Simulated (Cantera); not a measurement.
Catalytic combustion on Pt

An isothermal plug-flow reactor at 1225 K and 31000 Pa (inlet), inlet velocity 0.098 m/s, active area per volume 110 1/m; feed 0.256 % CH4, 3.41 % O2, 96.3 % N2, equivalence ratio 0.15.

Cantera simulation using Deutschmann's 1995 Pt surface mechanism with GRI-Mech 3.0 gas chemistry; the numbers are that mechanism's predictions, not measurements. Catalytic surfaces can have several steady states; this one follows from the mechanism file's or the stated starting coverage. Mass transfer to the wall is taken as infinitely fast.

| z (m) | x CH4 | x O2 | x H2O | x CO2 | x CO | θ free Pt | θ O* |
|---|---|---|---|---|---|---|---|
| 0.00014 | 0.00217 | 0.0334 | 0.000767 | 0.000377 | 5.01e-6 | 0.612 | 0.388 |
| 0.00026 | 0.00188 | 0.0328 | 0.00133 | 0.000660 | 4.37e-6 | 0.612 | 0.387 |
| 0.00051 | 0.00139 | 0.0319 | 0.00229 | 0.00114 | 3.28e-6 | 0.614 | 0.386 |
| 0.00098 | 0.000784 | 0.0307 | 0.00349 | 0.00173 | 1.90e-6 | 0.616 | 0.384 |
| 0.0019 | 0.000248 | 0.0296 | 0.00454 | 0.00225 | 6.81e-7 | 0.617 | 0.382 |
| 0.0037 | 2.55e-5 | 0.0292 | 0.00500 | 0.00248 | 1.27e-7 | 0.618 | 0.382 |
| 0.0071 | 3.43e-7 | 0.0291 | 0.00508 | 0.00252 | 2.12e-8 | 0.618 | 0.381 |
| 0.014 | 8.07e-10 | 0.0291 | 0.00509 | 0.00253 | 1.00e-8 | 0.618 | 0.381 |
x: gas mole fraction; θ: surface coverage.
